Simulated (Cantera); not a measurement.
Input: 1 mol Si, 1.1 mol Cl₂, 18 mol H₂, held at 1300 K and 0.133 bar.

These are equilibrium values from Cantera (NASA tables, ideal gas, pure condensed phases), not measurements of a reactor. Candidate condensed phases: Si; 19 gas species. The tables' values for SiCl₃ are old estimates; treat these amounts as uncertain. Rates play no part.

Base state: H₂ 0.919, HCl 0.0607, SiCl₂ 0.0107, SiCl₄ 0.00417, SiHCl₃ 0.00288, SiCl₃ 0.00274, SiH₂Cl₂ 0.000280 (mole fractions); condensed: Si(s).

Task: What changes in the equilibrium state with this change: temperature from 1300 K to 1525 K?

Result: 
| species | before | after |
|---|---|---|
| H₂ | 0.919 | 0.907 |
| HCl | 0.0607 | 0.0724 |
| SiCl₂ | 0.0107 | 0.0189 |
| SiCl₄ | 0.00417 | 0.000196 |
| H | 2.90e-6 | 6.17e-5 |
| SiHCl₃ | 0.00288 | 0.000277 |
| Si(s), mol | 0.607 | 0.608 |

Task: What changes in the equilibrium state with this change: temperature from 1300 K to 525 K?

Result: 
| species | before | after |
|---|---|---|
| H₂ | 0.919 | 0.967 |
| SiCl₄ | 0.00417 | 0.0199 |
| SiHCl₃ | 0.00288 | 0.0129 |
| HCl | 0.0607 | 5.41e-6 |
| SiCl₂ | 0.0107 | <1e-9 |
| SiCl₃ | 0.00274 | 5.26e-9 |
| SiH₂Cl₂ | 0.000280 | 0.000317 |
| Si(s), mol | 0.607 | 0.388 |

Task: What changes in the equilibrium state with this change: Cl₂ from 1.1 to 1.7 mol?

Result: 
```csv
species,before,after
H₂,0.919,0.890
HCl,0.0607,0.0734
SiCl₂,0.0107,0.0161
SiCl₄,0.00417,0.00952
SiCl₃,0.00274,0.00509
SiHCl₃,0.00288,0.00526
SiH₂Cl₂,0.000280,0.000410
"Si(s), mol",0.607,0.295
```
